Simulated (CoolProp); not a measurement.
C2F6 (R116) at 346.32 K and 7.05 MPa is compressed adiabatically to 29.4 MPa with isentropic efficiency 0.7. Each further row changes one setting.

Computed with CoolProp (reference Helmholtz-energy equation of state, Lemmon 2006). It is a short technical equation, of lower accuracy than the large ones.

| case | work (kJ/kg) | final temperature (K) | final density (kg/m³) |
|---|---|---|---|
| as stated | [?] | [?] | [?] |
| efficiency 1 | 24.9 | [?] | 1080 |
| efficiency 0.65 | [?] | [?] | 1050 |

What belongs in the gaps?


- as stated, work (kJ/kg): 35.5
- as stated, final temperature (K): 397.0
- as stated, final density (kg/m³): 1060
- efficiency 1, final temperature (K): 387.6
- efficiency 0.65, work (kJ/kg): 38.3
- efficiency 0.65, final temperature (K): 399.5
